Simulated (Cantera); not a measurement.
## N2O furnace oxynitridation

An isothermal, constant-pressure homogeneous reactor starts with N2O : H2O = 1 : 0.012 (molar parts), at 1525 K and 100.0 Torr.

Model: GRI-Mech 3.0 (53 species, 325 reactions), integrated in Cantera. GRI-Mech 3.0 was tuned for natural gas; its chemistry of N2O as a main component is partial and can be far from experiment. The temperature is held fixed by assumption; the heat of reaction is taken as removed at once.

| t (s) | x N2O | x H2O | x H2 | x OH | x O2 | x H |
|---|---|---|---|---|---|---|
| 3.00e-5 | 0.988 | 0.0119 | 9.28e-11 | 4.01e-6 | 5.99e-5 | 3.77e-9 |
| 8.30e-5 | 0.987 | 0.0118 | 3.00e-9 | 1.60e-5 | 0.000251 | 2.01e-8 |
| 0.000229 | 0.985 | 0.0118 | 5.04e-8 | 4.54e-5 | 0.000814 | 6.32e-8 |
| 0.000634 | 0.978 | 0.0118 | 3.09e-7 | 9.41e-5 | 0.00239 | 1.35e-7 |
| 0.00175 | 0.961 | 0.0117 | 6.93e-7 | 0.000129 | 0.00675 | 1.75e-7 |
| 0.00485 | 0.915 | 0.0115 | 6.56e-7 | 0.000149 | 0.0184 | 1.91e-7 |
| 0.0134 | 0.802 | 0.0110 | 5.10e-7 | 0.000163 | 0.0470 | 2.12e-7 |
| 0.0371 | 0.572 | 0.0101 | 5.13e-7 | 0.000167 | 0.106 | 2.60e-7 |
| 0.103 | 0.252 | 0.00886 | 6.44e-7 | 0.000156 | 0.189 | 3.63e-7 |
| 0.284 | 0.0388 | 0.00803 | 6.85e-7 | 0.000128 | 0.246 | 3.50e-7 |
| 0.785 | 0.00110 | 0.00791 | 1.57e-7 | 5.69e-5 | 0.257 | 3.62e-8 |
| 2.17 | 6.52e-6 | 0.00791 | 1.14e-7 | 4.77e-5 | 0.257 | 2.21e-8 |
| 6.00 | 6.17e-6 | 0.00791 | 1.14e-7 | 4.77e-5 | 0.257 | 2.21e-8 |
x: mole fraction; the columns are a selection and need not sum to one.

Equilibrium at this temperature and pressure: N2O 3.24e-8, H2O 0.00791, H2 9.98e-8, OH 5.07e-5, O2 0.330, H 2.06e-8 (gas phase only).
